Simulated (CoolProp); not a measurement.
A simple Rankine cycle with n-pentane: condensing at 333.15 K, boiler at 2.66 MPa, turbine inlet 469.4 K, turbine efficiency 0.6, pump efficiency 0.8, no recuperator. Each further row changes one setting.

The numbers come from the reference Helmholtz-energy equation of state, Thol 2019 in CoolProp.

```tsv
case	thermal efficiency (%)	net work (kJ/kg)	heat in (kJ/kg)	turbine exit temperature (K)	volume ratio over the turbine
as stated	10.4	57.9	557	412.2	…
turbine inlet 489.4 K	…	63.7	619	437.4	15.1
condensing temperature 325.15 K	11.1	64.0	…	408.9	…
boiler pressure 1.86 MPa	…	…	…	427.7	9.88
turbine efficiency 0.5	8.5	47.3	557	417.0	…
```

Question: Fill in the missing entries.

Answer: 
- as stated, volume ratio over the turbine: 16.6
- turbine inlet 489.4 K, thermal efficiency (%): 10.3
- condensing temperature 325.15 K, heat in (kJ/kg): 577
- condensing temperature 325.15 K, volume ratio over the turbine: 21.0
- boiler pressure 1.86 MPa, thermal efficiency (%): 9.4
- boiler pressure 1.86 MPa, net work (kJ/kg): 55.1
- boiler pressure 1.86 MPa, heat in (kJ/kg): 589
- turbine efficiency 0.5, volume ratio over the turbine: 16.8
